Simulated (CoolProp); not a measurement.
Model: reference Helmholtz-energy equation of state, Leachman 2009, in CoolProp.

**Question.** For normal hydrogen, give the phase and the conductivity (mW/(m K)), Prandtl number at 67.8 K and 0.403 MPa.

**Answer.** 
- 67.8 K and 0.403 MPa: gas; conductivity 50.0, Prandtl number 0.668

Viscosity comes from a separate model (Muzny 2013). Thermal conductivity comes from a separate model (Assael 2011).
